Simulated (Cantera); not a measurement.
**Thermodynamics of silicon epitaxy and polysilicon growth, feed SiH₄ + HCl + H₂ + Cl₂**

Feed: 1 mol SiH₄, 0.019 mol HCl, 510 mol H₂, 0.31 mol Cl₂, held at 1 atm.

These are equilibrium values from Cantera (NASA tables, ideal gas, pure condensed phases), not measurements of a reactor. Candidate condensed phases: Si; 19 gas species. Gases not in the tables: Si₂H₆ and higher silanes. The numbers say what is thermodynamically allowed, not how fast it happens.

```json
[
 {"T (K)": "998", "x H₂": "0.999", "x HCl": "0.00104", "x H": "2.14e-9", "x SiHCl₃": "3.94e-5", "x SiH₂": "8.83e-11", "x SiH₂Cl₂": "2.82e-5", "n Si(s)": "0.958", "n Si(l)": "0"},
 {"T (K)": "1098", "x H₂": "0.999", "x HCl": "0.00120", "x H": "2.46e-8", "x SiHCl₃": "5.82e-6", "x SiH₂": "1.25e-9", "x SiH₂Cl₂": "8.43e-6", "n Si(s)": "0.989", "n Si(l)": "0"},
 {"T (K)": "1198", "x H₂": "0.999", "x HCl": "0.00123", "x H": "1.89e-7", "x SiHCl₃": "8.92e-7", "x SiH₂": "1.14e-8", "x SiH₂Cl₂": "2.55e-6", "n Si(s)": "0.995", "n Si(l)": "0"},
 {"T (K)": "1298", "x H₂": "0.999", "x HCl": "0.00124", "x H": "1.06e-6", "x SiHCl₃": "1.75e-7", "x SiH₂": "7.38e-8", "x SiH₂Cl₂": "8.99e-7", "n Si(s)": "0.996", "n Si(l)": "0"},
 {"T (K)": "1398", "x H₂": "0.999", "x HCl": "0.00124", "x H": "4.70e-6", "x SiHCl₃": "4.32e-8", "x SiH₂": "3.65e-7", "x SiH₂Cl₂": "3.68e-7", "n Si(s)": "0.996", "n Si(l)": "0"},
 {"T (K)": "1498", "x H₂": "0.999", "x HCl": "0.00124", "x H": "1.71e-5", "x SiHCl₃": "1.28e-8", "x SiH₂": "1.46e-6", "x SiH₂Cl₂": "1.70e-7", "n Si(s)": "0.996", "n Si(l)": "0"},
 {"T (K)": "1598", "x H₂": "0.999", "x HCl": "0.00124", "x H": "5.28e-5", "x SiHCl₃": "4.46e-9", "x SiH₂": "4.89e-6", "x SiH₂Cl₂": "8.63e-8", "n Si(s)": "0.994", "n Si(l)": "0"},
 {"T (K)": "1698", "x H₂": "0.999", "x HCl": "0.00124", "x H": "0.000144", "x SiHCl₃": "1.73e-9", "x SiH₂": "1.39e-5", "x SiH₂Cl₂": "4.68e-8", "n Si(s)": "0", "n Si(l)": "0.988"},
 {"T (K)": "1798", "x H₂": "0.998", "x HCl": "0.00124", "x H": "0.000349", "x SiHCl₃": "6.24e-10", "x SiH₂": "2.95e-5", "x SiH₂Cl₂": "2.28e-8", "n Si(s)": "0", "n Si(l)": "0.978"}
]
```
x: gas mole fraction; n: condensed amount in mol.

From 998 K to 1598 K the condensed part is Si(s). From 1698 K to 1798 K the condensed part is Si(l). The main Si-bearing gas is SiHCl₃ at 998 K and SiH₂ at 1798 K.
